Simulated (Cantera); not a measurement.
Input: 1 mol Si, 0.83 mol Cl2, 0.69 mol H2, 0.79 mol HCl, equilibrated at 300 °C and 210000 Pa.

Cantera equilibrium calculation (NASA polynomials, part measured and part estimated; ideal gas, pure solids and liquids). Candidate condensed phases: Si; 19 gas species. Rates play no part.

### Question
What is the equilibrium state?

### Answer
* **x(H2)**: 0.590
* **x(SiCl4)**: 0.269
* **x(SiHCl3)**: 0.137
* **x(SiH2Cl2)**: 0.00322
* **x(HCl)**: 1.64e-5
* **x(SiH3Cl)**: 1.43e-5
* **n(Si(s))**: 0.329 mol
* **gas amount**: 1.639 mol
